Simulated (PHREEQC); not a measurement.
Brine (model solution)

Make-up at 25 °C and 500 atm: 1.3 mol NaBr, 0.0073 mol Na2CO3 and 4.9e-05 mol H4SiO4 per kg of water. Closed to the air; pH follows from the charge balance.

Computed with PHREEQC (Pitzer model, pitzer.dat).

- pH = 10.31
- ionic strength = 1.32 mol/kgw
- activity of water = 0.955
- density = 1.115 g/cm³
- osmotic coefficient = 0.980
- total alkalinity = 14.6 meq/kg

```csv
species,molality,activity,log γ
Na+,1.31,1.02,-0.111
Br-,1.30,0.820,-0.200
CO3-2,0.00668,0.000467,-1.156
HCO3-,0.000624,0.000302,-0.315
OH-,0.000576,0.000286,-0.304
H3SiO4-,4.40e-5,1.78e-5,-0.393
H4SiO4,3.18e-6,3.70e-6,0.065
H2SiO4-2,1.85e-6,4.60e-8,-1.605
CO2,1.67e-8,2.09e-8,0.097
```

This is a speciation only: nothing precipitates in the calculation. In brines, pH and single-ion activities rest on the MacInnes convention. Under pressure, the constants of complexes without a molar volume in the database are unreliable.
